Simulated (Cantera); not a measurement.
Input (Python, Cantera) and output of one run.

```python
import numpy as np
import cantera as ct

gas_names = """
    C CO COS CO2 CS CS2 C2 C2O C3 C3O2 C4 C5 Fe FeC5O5 FeO O O2 O3 S SO SO2 SO3 S2 S2O S8
""".split()
cond_names = """
    C(gr) Fe(a) Fe(c) Fe(d) Fe(L) FeC5O5(L) FeO(s) FeO(L) FeS(a) FeS(b) FeS(c) FeS(L) FeSO4(s) FeS2(s)
    Fe2O3(s) Fe2S3O12(s) Fe3O4(s) S(cr1) S(cr2) S(L)
""".split()


# ... load() reads the species with a 1 bar reference pressure and builds the phases ...
atoms = {
    'FeS2': {'Fe': 1, 'S': 2},
    'O2': {'O': 2},
    'CO2': {'C': 1, 'O': 2},
}
top_T = {'C(gr)': 4500, 'FeSO4(s)': 950, 'FeS2(s)': 1010, 'Fe2O3(s)': 1830, 'Fe2S3O12(s)': 1100, 'Fe3O4(s)': 1870}  # K; cautious upper limits of use, not melting points


# ... equilibrate(T, P, feed) seeds the gas with the atoms and calls Mixture.equilibrate('TP', solver="vcs", rtol=1e-11, max_steps=5000) ...
results = []
feed = {'FeS2': 1, 'O2': 0.15, 'CO2': 0.65}  # mol
T = 848.15  # K
P = 14000  # Pa
mix = equilibrate(T, P, feed)
results.append((T, P, feed, dict(zip(mix.species_names, mix.species_moles))))
print(gas.report(threshold=0.0001))
for i in range(1, mix.n_phases):
    print(f"{mix.phase(i).name:16s} {mix.phase_moles(i):12.5e} mol")
```

Result:

```
       temperature   848.15 K
          pressure   14000 Pa
           density   0.095119 kg/m^3
  mean mol. weight   47.912 kg/kmol
   phase of matter   gas

                          1 kg             1 kmol
                     ---------------   ---------------
          enthalpy        -7.215e+06       -3.4569e+08  J
   internal energy       -7.3622e+06       -3.5274e+08  J
           entropy            6013.3        2.8811e+05  J/K
    Gibbs function       -1.2315e+07       -5.9005e+08  J
 heat capacity c_p            1090.1             52229  J/K
 heat capacity c_v            916.56             43914  J/K

                      mass frac. Y      mole frac. X     chem. pot. / RT
                     ---------------   ---------------   ---------------
                CO        0.00012411        0.00021229           -51.288
               COS        0.00026813        0.00021387           -60.132
               CO2           0.73966           0.80526           -85.729
               SO2           0.24857           0.18592           -77.727
                S2          0.010632         0.0079442           -17.689
               S2O         0.0007438         0.0004448            -52.13
     [  +19 minor]        1.0382e-06        1.0257e-06

C(gr)             0.00000e+00 mol
Fe(a)             0.00000e+00 mol
FeC5O5(L)         0.00000e+00 mol
FeO(s)            0.00000e+00 mol
FeS(c)            1.63701e-01 mol
FeSO4(s)          0.00000e+00 mol
FeS2(s)           8.36299e-01 mol
Fe2O3(s)          0.00000e+00 mol
Fe2S3O12(s)       0.00000e+00 mol
Fe3O4(s)          0.00000e+00 mol
S(L)              0.00000e+00 mol
```

Method: chemical equilibrium by Gibbs-energy minimisation in Cantera with the NASA 1993 tables (ideal gas, pure condensed phases). FeS: taken at fixed stoichiometry. Gases not in the tables: S3 to S7.
